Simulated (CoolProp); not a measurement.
Vapour-liquid equilibrium of toluene (1) + p-xylene (2) at 0.104 MPa; x and y are mole fractions of (1).

Values from CoolProp's multi-fluid Helmholtz-energy mixture model, Lemmon 2006 and Zhou 2012; pair parameters Bell 2016.

| x | bubble temperature, mixture model (°C) | bubble temperature, Raoult's law (°C) | y, mixture model | y, Raoult's law |
|---|---|---|---|---|
| 0.05 | 137.4 | 137.3 | 0.096 | 0.098 |
| 0.15 | 133.7 | 133.7 | … | 0.270 |
| 0.25 | 130.3 | 130.3 | 0.407 | 0.413 |
| 0.35 | 127.1 | 127.2 | 0.528 | 0.534 |
| 0.45 | … | 124.3 | 0.631 | 0.637 |
| 0.55 | … | 121.6 | … | 0.726 |
| 0.65 | 119.0 | 119.1 | 0.796 | 0.802 |
| 0.75 | 116.7 | 116.8 | 0.863 | 0.868 |
| 0.85 | … | 114.6 | 0.922 | 0.926 |
| 0.95 | 112.5 | 112.5 | 0.975 | 0.977 |

Problem. What belongs in the gaps?

Solution. 
- 0.15, y, mixture model: 0.264
- 0.45, bubble temperature, mixture model (°C): 124.2
- 0.55, bubble temperature, mixture model (°C): 121.5
- 0.55, y, mixture model: 0.720
- 0.85, bubble temperature, mixture model (°C): 114.5

The largest gap from Raoult's law is -0.1 K in bubble temperature, at x = 0.55. No azeotrope shows between x = 0.05 and 0.95.

The pair parameters rest on a limited set of measurements; away from them the model extrapolates.
